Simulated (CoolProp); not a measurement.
Ethanol along the isotherm 582.4 K: density (kg/m³) from the reference equation and from simpler models built on Tc = 514.7 K, pc = 62.68 bar, ω = 0.644; each cubic takes its own stable root.

Values from CoolProp's reference Helmholtz-energy equation of state, Schroeder 2014.

| p (bar) | phase | reference | ideal gas | van der Waals | Soave-Redlich-Kwong |
|---|---|---|---|---|---|
| 2.24 | gas | 2.144 | 2.131 | 2.148 | 2.146 |
| 4.48 | gas | 4.313 | 4.262 | 4.331 | 4.324 |
| 6.72 | gas | 6.509 | 6.393 | 6.550 | 6.534 |
| 8.95 | gas | 8.722 | 8.515 | 8.797 | 8.767 |
| 11.2 | gas | 10.98 | (withheld) | (withheld) | 11.05 |
| 13.4 | gas | 13.22 | 12.75 | 13.40 | 13.32 |
| 15.7 | gas | 15.59 | 14.94 | 15.84 | 15.74 |
| 17.9 | gas | 17.89 | 17.03 | 18.23 | 18.08 |
| 20.1 | gas | 20.23 | 19.12 | 20.66 | 20.46 |
| 22.4 | gas | 22.70 | 21.31 | 23.25 | 22.99 |
| 24.6 | gas | 25.10 | 23.40 | 25.78 | 25.45 |
| 26.9 | gas | (withheld) | 25.59 | 28.49 | 28.06 |
| 29.1 | gas | (withheld) | 27.68 | 31.14 | 30.61 |
| 31.3 | gas | 32.62 | 29.78 | 33.84 | 33.19 |

### Question
What belongs in the gaps?

### Answer

- 11.2, ideal gas: 10.66
- 11.2, van der Waals: 11.10
- 26.9, reference: 27.64
- 29.1, reference: 30.11
